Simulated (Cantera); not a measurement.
A closed system holds: 1 mol SiC, 0.0019 mol O2, 3.2 mol H2, at 1848.15 K and 10.0 mbar.

Equilibrium computed with Cantera from the NASA thermochemical tables; the gas is ideal and each condensed phase is pure. Candidate condensed phases: C, C6H6, C7H8, C8H18, H2O, Si, SiC, SiO2; 123 gas species. Gases not in the tables: Si2H6 and higher silanes. Equilibrium is a limit: real reactors are often held back by kinetics, nucleation or transport.

Base state: H2 0.993, H 0.00529, CO 0.000704, SiO 0.000479, Si 0.000194, SiH 1.93e-5, SiH2 1.28e-5 (mole fractions); condensed: SiC(s).

Task: What changes in the equilibrium state with this change: temperature from 1848.15 K to 1500 K?

Result: 
| species | before | after |
|---|---|---|
| H2 | 0.993 | 0.999 |
| SiO | 0.000479 | 0.000593 |
| CO | 0.000704 | 0.000593 |
| H | 0.00529 | 0.000176 |
| Si | 0.000194 | 1.73e-7 |
| SiH | 1.93e-5 | 5.56e-8 |
| SiH2 | 1.28e-5 | 2.46e-7 |
| SiC(s), mol | 0.998 | 0.998 |

Task: What changes in the equilibrium state with this change: temperature from 1848.15 K to 1200 K?

Result: 
```json
[
 {"species": "H2", "before": "0.993", "after": "1.000"},
 {"species": "CO", "before": "0.000704", "after": "0.000379"},
 {"species": "CH4", "before": "6.28e-7", "after": "2.67e-5"},
 {"species": "H", "before": "0.00529", "after": "1.97e-6"},
 {"species": "SiO", "before": "0.000479", "after": "5.35e-6"},
 {"species": "Si", "before": "0.000194", "after": "<1e-9"},
 {"species": "SiH", "before": "1.93e-5", "after": "<1e-9"},
 {"species": "SiH2", "before": "1.28e-5", "after": "<1e-9"},
 {"species": "SiC(s), mol", "before": "0.998", "after": "0.999"},
 {"species": "SiO2(β-quartz), mol", "before": "0", "after": "0.00128"}
]
```
Mutual solubility and eutectic melting of coexisting phases are not modelled. The tables hold silica as quartz up to 1696 K and as liquid above; real silica turns to tridymite and cristobalite and melts near 1996 K.
